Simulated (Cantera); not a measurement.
# N2O + O2 + N2 (abatement and gas-phase synthesis)

Feed: 1 mol N2O, 1.3 mol O2, 37 mol N2, equilibrated at 1675 K and 13300 Pa.

These are equilibrium values from Cantera (NASA tables, ideal gas, pure condensed phases), not measurements of a reactor. The numbers say what is thermodynamically allowed, not how fast it happens.

| Property | Value |
|---|---|
| x(N2) | 0.954 |
| x(O2) | 0.0445 |
| x(NO) | 0.00133 |
| x(O) | 1.97e-5 |
| gas amount | 39.80 mol |
